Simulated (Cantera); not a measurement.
A perfectly stirred reactor is fed with H2 : O2 : N2 = 1 : 1 : 4.3 (molar parts), equivalence ratio 0.50, at 100000 Pa; it is held at 1350 K, and followed from long to short residence time.

Detailed kinetics in Cantera: GRI-Mech 3.0 (53 species, 325 reactions). The temperature is held fixed by assumption; the heat of reaction is taken as removed at once.

Question: What does this change do: H2 1 to 4.1 parts?

Answer: 
```
quantity                 before     after
---------------------  --------  --------
x(H2) at τ = 2.70 s     2.56e-5     0.250
x(O2) at τ = 2.70 s      0.0862   2.82e-5
x(H2O) at τ = 2.70 s      0.172     0.238
x(NO2) at τ = 2.70 s    1.83e-8    <1e-12
x(NO) at τ = 2.70 s     1.16e-6   7.92e-9
x(H2) at τ = 39.0 ms   0.000429     0.248
x(O2) at τ = 39.0 ms     0.0862  0.000238
x(H2O) at τ = 39.0 ms     0.172     0.237
x(NO2) at τ = 39.0 ms   6.84e-9    <1e-12
x(NO) at τ = 39.0 ms    6.97e-7   1.51e-7
```

Question: What does this change do: pressure from 100000 Pa to 10000 Pa?

Answer: 
```json
[
 {"quantity": "x(H2) at τ = 2.70 s", "before": "2.56e-5", "after": "0.000190"},
 {"quantity": "x(O2) at τ = 2.70 s", "before": "0.0862", "after": "0.0860"},
 {"quantity": "x(H2O) at τ = 2.70 s", "before": "0.172", "after": "0.172"},
 {"quantity": "x(NO2) at τ = 2.70 s", "before": "1.83e-8", "after": "7.65e-10"},
 {"quantity": "x(NO) at τ = 2.70 s", "before": "1.16e-6", "after": "9.41e-7"},
 {"quantity": "x(H2) at τ = 39.0 ms", "before": "0.000429", "after": "0.00299"},
 {"quantity": "x(O2) at τ = 39.0 ms", "before": "0.0862", "after": "0.0859"},
 {"quantity": "x(H2O) at τ = 39.0 ms", "before": "0.172", "after": "0.166"},
 {"quantity": "x(NO2) at τ = 39.0 ms", "before": "6.84e-9", "after": "3.27e-10"},
 {"quantity": "x(NO) at τ = 39.0 ms", "before": "6.97e-7", "after": "3.21e-6"}
]
```
